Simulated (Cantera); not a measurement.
# Stirred combustor or abatement burner

A perfectly stirred reactor is fed with 3.72 % CH₄, 15.5 % O₂, 58.4 % N₂, 22.3 % CO₂, at 101000 Pa; it is adiabatic with a 575 K inlet, and is followed from long to short residence time, starting on the burning branch (τ in s: 0.5, 0.18, 0.062, 0.022, 0.0077, 0.0027, 0.00095, 0.00033, 0.00012, 4.2e-05).

Model: GRI-Mech 3.0 (53 species, 325 reactions), integrated in Cantera.

```
τ (s)    T (K)     x CH₄    x O₂  x CO₂   x H₂O₂   x C₂H₄
-------  -----  --------  ------  -----  -------  -------
0.50      1344   2.50e-5  0.0809  0.260  9.15e-8  5.48e-8
0.18      1341   5.08e-5  0.0811  0.260  1.55e-7  1.29e-7
0.062     1333  0.000110  0.0816  0.259  2.79e-7  3.01e-7
0.022     1317  0.000262  0.0828  0.257  5.59e-7  8.06e-7
0.0077     575    0.0372   0.155  0.223   <1e-12   <1e-12
0.0027     575    0.0372   0.155  0.223   <1e-12   <1e-12
0.00095    575    0.0372   0.155  0.223   <1e-12   <1e-12
0.00033    575    0.0372   0.155  0.223   <1e-12   <1e-12
0.00012    575    0.0372   0.155  0.223   <1e-12   <1e-12
4.2e-5     575    0.0372   0.155  0.223   <1e-12   <1e-12
```
x: mole fraction; the columns are a selection and need not sum to one.
